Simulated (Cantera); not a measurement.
What does this Cantera script print?

```python
import numpy as np
import cantera as ct

gas_names = [...]  # 47 gases of nasa_gas.yaml made of Cl, H, N, O, Si
cond_names = """
    H2O(s) H2O(L) NH4CL(a) NH4CL(b) Si(cr) Si(L) SiO2(Lqz) SiO2(hqz) SiO2(L) Si2N2O(s) Si3N4(a)
""".split()


# ... load() reads the species with a 1 bar reference pressure and builds the phases ...
atoms = {
    'SiH2Cl2': {'Si': 1, 'H': 2, 'CL': 2},
    'NO': {'N': 1, 'O': 1},
    'H2O': {'H': 2, 'O': 1},
}
top_T = {'Si2N2O(s)': 2100, 'Si3N4(a)': 2400}  # K; cautious upper limits of use, not melting points


# ... equilibrate(T, P, feed) seeds the gas with the atoms and calls Mixture.equilibrate('TP', solver="vcs", rtol=1e-11, max_steps=5000) ...
results = []
feed = {'SiH2Cl2': 1, 'NO': 22, 'H2O': 2.7}  # mol
P = 280  # Pa
for T in [1173, 1273, 1373, 1473, 1573, 1673, 1773, 1873]:
    mix = equilibrate(T, P, feed)
    results.append((T, P, feed, dict(zip(mix.species_names, mix.species_moles))))

top = {s: max(r[3][s] / sum(r[3][g] for g in gas_names) for r in results) for s in gas_names}
cols = sorted((s for s in top if top[s] > 0.001), key=lambda s: -top[s])[:9]
seen = [c for c in cond_names if any(r[3].get(c, 0) > 1e-12 for r in results)]
print("log10 of partial pressures in bar; condensed amounts in mol")
print(f"{'T/K':>10s}" + "".join(f"{s[:9]:>10s}" for s in cols + seen))
for T, P, feed, n in results:
    ng = sum(n[g] for g in gas_names)
    print(f"{T:10.4g}" + "".join(f"{np.log10(max(n[s] / ng * P / 1e5, 1e-99)):10.3f}" for s in cols)
          + "".join(f"{n.get(c, 0):10.4g}" for c in seen))
```

Result:

```
log10 of partial pressures in bar; condensed amounts in mol
       T/K        N2        O2       H2O       HCL        CL        OH        NO         O SiO2(hqz)   SiO2(L)
      1173    -2.922    -2.963    -3.529    -3.670    -5.560    -7.523    -6.352    -9.336         1         0
      1273    -2.922    -2.964    -3.527    -3.675    -5.233    -6.953    -6.033    -8.450         1         0
      1373    -2.922    -2.965    -3.524    -3.686    -4.960    -6.465    -5.760    -7.693         1         0
      1473    -2.923    -2.966    -3.519    -3.702    -4.732    -6.042    -5.525    -7.037         1         0
      1573    -2.923    -2.968    -3.513    -3.725    -4.542    -5.673    -5.320    -6.465         1         0
      1673    -2.925    -2.971    -3.507    -3.755    -4.385    -5.347    -5.140    -5.961         1         0
      1773    -2.926    -2.975    -3.501    -3.793    -4.257    -5.058    -4.981    -5.515         0         1
      1873    -2.928    -2.980    -3.498    -3.838    -4.152    -4.802    -4.841    -5.116         0    0.9995
```

These are equilibrium values from Cantera (NASA tables, ideal gas, pure condensed phases), not measurements of a reactor. The tables hold silica as quartz up to 1696 K and as liquid above; real silica turns to tridymite and cristobalite and melts near 1996 K.
